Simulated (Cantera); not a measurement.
Formation from one mole of O2

Source: NASA polynomial tables (part measured, part estimated), evaluated in Cantera. Values are per mole of reaction as written; species without (g) are pure solids or liquids, kept so even where they would boil at 1 bar.

1.333 Ti + O2(g) → 0.6667 Ti2O3

| T (K) | ΔH° (kJ) | ΔS° (J/K) | ΔG° (kJ) | log10 K | condensed phases |
|---|---|---|---|---|---|
| 300 | -1013.9 | -194.4 | -955.6 | 166.37 | Ti(α), Ti2O3(s) |
| 1150 | -998.3 | -170.6 | -802.1 | 36.43 | Ti(α), Ti2O3(s) |
| 1250 | -1000.9 | -173.0 | -784.7 | 32.79 | Ti(β), Ti2O3(s) |
| 1350 | -998.6 | -171.2 | -767.5 | 29.70 | Ti(β), Ti2O3(s) |
| 1450 | -996.4 | -169.6 | -750.5 | 27.03 | Ti(β), Ti2O3(s) |
| 1550 | -994.4 | -168.2 | -733.6 | 24.72 | Ti(β), Ti2O3(s) |
| 1650 | -992.5 | -167.1 | -716.8 | 22.69 | Ti(β), Ti2O3(s) |
| 1750 | -990.9 | -166.2 | -700.2 | 20.90 | Ti(β), Ti2O3(s) |

2 Si + O2(g) → 2 SiO(g)

```
T (K)  ΔH° (kJ)  ΔS° (J/K)  ΔG° (kJ)  log10 K  condensed phases
-----  --------  ---------  --------  -------  ----------------
300      -200.9      180.3    -255.0    44.39             Si(s)
1150     -213.4      161.5    -399.1    18.13             Si(s)
1250     -215.2      160.0    -415.2    17.35             Si(s)
1350     -217.0      158.6    -431.1    16.68             Si(s)
1450     -218.9      157.2    -446.9    16.10             Si(s)
1550     -220.9      155.9    -462.6    15.59             Si(s)
1650     -223.0      154.6    -478.1    15.13             Si(s)
1750     -325.3       94.1    -489.9    14.62             Si(l)
```

0.8 Ta + O2(g) → 0.4 Ta2O5

```json
[
 {"T (K)": "300", "ΔH° (kJ)": "-818.4", "ΔS° (J/K)": "-181.0", "ΔG° (kJ)": "-764.1", "log10 K": "133.04"},
 {"T (K)": "1150", "ΔH° (kJ)": "-807.5", "ΔS° (J/K)": "-165.6", "ΔG° (kJ)": "-617.1", "log10 K": "28.03"},
 {"T (K)": "1250", "ΔH° (kJ)": "-805.9", "ΔS° (J/K)": "-164.2", "ΔG° (kJ)": "-600.6", "log10 K": "25.10"},
 {"T (K)": "1350", "ΔH° (kJ)": "-804.2", "ΔS° (J/K)": "-162.9", "ΔG° (kJ)": "-584.3", "log10 K": "22.61"},
 {"T (K)": "1450", "ΔH° (kJ)": "-802.5", "ΔS° (J/K)": "-161.7", "ΔG° (kJ)": "-568.1", "log10 K": "20.46"},
 {"T (K)": "1550", "ΔH° (kJ)": "-800.8", "ΔS° (J/K)": "-160.6", "ΔG° (kJ)": "-552.0", "log10 K": "18.60"},
 {"T (K)": "1650", "ΔH° (kJ)": "-799.2", "ΔS° (J/K)": "-159.5", "ΔG° (kJ)": "-535.9", "log10 K": "16.97"},
 {"T (K)": "1750", "ΔH° (kJ)": "-797.5", "ΔS° (J/K)": "-158.5", "ΔG° (kJ)": "-520.0", "log10 K": "15.52"}
]
```

1.2 Ti + O2(g) → 0.4 Ti3O5

```csv
T (K),ΔH° (kJ),ΔS° (J/K),ΔG° (kJ),log10 K,condensed phases
300,-983.7,-190.3,-926.6,161.33,"Ti(α), Ti3O5(s)"
1150,-971.0,-166.6,-779.4,35.40,"Ti(α), Ti3O5(s)"
1250,-973.9,-169.1,-762.5,31.86,"Ti(β), Ti3O5(s)"
1350,-972.1,-167.8,-745.6,28.85,"Ti(β), Ti3O5(s)"
1450,-970.3,-166.5,-728.9,26.26,"Ti(β), Ti3O5(s)"
1550,-968.5,-165.3,-712.3,24.00,"Ti(β), Ti3O5(s)"
1650,-966.8,-164.2,-695.8,22.03,"Ti(β), Ti3O5(s)"
1750,-965.0,-163.2,-679.5,20.28,"Ti(β), Ti3O5(s)"
```
